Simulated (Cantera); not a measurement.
A freely propagating, adiabatic, planar premixed flame of CH4 : C2H6 : O2 : N2 = 1 : 0.083 : 1.91 : 7.18 (molar parts), equivalence ratio 1.2, unburnt at 375 K and 1.00 bar; mixture-averaged transport, grid criteria slope 0.08 and curve 0.16, no radiation.

Model: GRI-Mech 3.0 (53 species, 325 reactions), integrated in Cantera. Burning velocities carry a grid error of a few per cent, more on coarse grids.

Task: What does this change do: 0.46 parts H2O added?

Result: 
| quantity | before | after |
|---|---|---|
| laminar burning velocity | 51.2 cm/s | 42.2 cm/s |
| thermal thickness | 0.412 mm | 0.480 mm |
| peak x(H2) | 0.0352 | 0.0350 |
| peak x(HCO) | 4.55e-5 | 3.13e-5 |
| peak x(O) | 0.00146 | 0.00101 |
